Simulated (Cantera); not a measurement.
Feed: 1 mol Fe(CO)₅, 0.4 mol CO, 88 mol N₂, at 852 °C and 6.70 bar.

These are equilibrium values from Cantera (NASA tables, ideal gas, pure condensed phases), not measurements of a reactor. Candidate condensed phases: C, Fe, Fe(CO)₅, FeO, Fe₂O₃, Fe₃O₄; 27 gas species. Condensed phases not in the tables: cementite and carbon dissolved in iron. Rates play no part.

Base state: N₂ 0.943, CO 0.0555, CO₂ 0.00121 (mole fractions); condensed: C(graphite) + Fe(α).

Problem. What changes in the equilibrium state with this change: temperature from 852 °C to 1302 °C?

Solution. 
| species | before | after |
|---|---|---|
| N₂ | 0.943 | 0.942 |
| CO | 0.0555 | 0.0578 |
| CO₂ | 0.00121 | 7.92e-6 |
| C(graphite), mol | 0.112 | 0.000738 |
| Fe(α), mol | 1.00 | 0 |
| Fe(γ), mol | 0 | 1.000 |
Iron dissolves carbon and melts from about 1420 K in contact with it, which pure phases cannot show.

Problem. What changes in the equilibrium state with this change: N₂ from 88 to 44 mol?

Solution. 
```
species            before    after
----------------  -------  -------
N₂                  0.943    0.894
CO                 0.0555    0.102
CO₂               0.00121  0.00405
C(graphite), mol    0.112    0.199
Fe(α), mol           1.00     1.00
```
